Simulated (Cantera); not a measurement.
Input (Python, Cantera) and output of one run.

```python
import numpy as np
import cantera as ct

gas_names = [...]  # 151 gases of nasa_gas.yaml made of C, H, N, O, Si
cond_names = """
    C(gr) C6H6(L) C7H8(L) C8H18(L),n-octa H2O(s) H2O(L) Si(cr) Si(L) SiC(b) SiO2(Lqz) SiO2(hqz) SiO2(L)
    Si2N2O(s) Si3N4(a)
""".split()


# ... load() reads the species with a 1 bar reference pressure and builds the phases ...
atoms = {
    'SiC': {'Si': 1, 'C': 1},
    'N2O': {'N': 2, 'O': 1},
    'H2': {'H': 2},
}
top_T = {'C(gr)': 4500, 'SiC(b)': 3050, 'Si2N2O(s)': 2100, 'Si3N4(a)': 2400}  # K; cautious upper limits of use, not melting points


# ... equilibrate(T, P, feed) seeds the gas with the atoms and calls Mixture.equilibrate('TP', solver="vcs", rtol=1e-11, max_steps=5000) ...
results = []
feed = {'SiC': 1, 'N2O': 0.22, 'H2': 3.3}  # mol
T = 1800  # K
P = 1500  # Pa
mix = equilibrate(T, P, feed)
results.append((T, P, feed, dict(zip(mix.species_names, mix.species_moles))))
print(gas.report(threshold=0.0001))
for i in range(1, mix.n_phases):
    print(f"{mix.phase(i).name:16s} {mix.phase_moles(i):12.5e} mol")
```

It prints:

```
       temperature   1800 K
          pressure   1500 Pa
           density   0.00055557 kg/m^3
  mean mol. weight   5.5431 kg/kmol
   phase of matter   gas

                          1 kg             1 kmol
                     ---------------   ---------------
          enthalpy        7.4104e+06        4.1077e+07  J
   internal energy        4.7105e+06        2.6111e+07  J
           entropy             41906        2.3229e+05  J/K
    Gibbs function        -6.802e+07       -3.7704e+08  J
 heat capacity c_p            6091.8             33767  J/K
 heat capacity c_v            4591.8             25453  J/K

                      mass frac. Y      mole frac. X     chem. pot. / RT
                     ---------------   ---------------   ---------------
                CO           0.14835          0.029358           -42.462
                 H        0.00049861         0.0027419           -11.739
               HCN        0.00050676        0.00010394           -33.694
                H2           0.31992           0.87964           -23.478
                N2           0.29658          0.058684           -33.626
               SiO           0.23365          0.029379            -43.72
     [ +145 minor]        0.00049386        9.5268e-05

C(gr)             0.00000e+00 mol
Si(L)             0.00000e+00 mol
SiC(b)            8.89627e-01 mol
SiO2(L)           0.00000e+00 mol
Si2N2O(s)         0.00000e+00 mol
Si3N4(a)          0.00000e+00 mol
```

These are equilibrium values from Cantera (NASA tables, ideal gas, pure condensed phases), not measurements of a reactor.
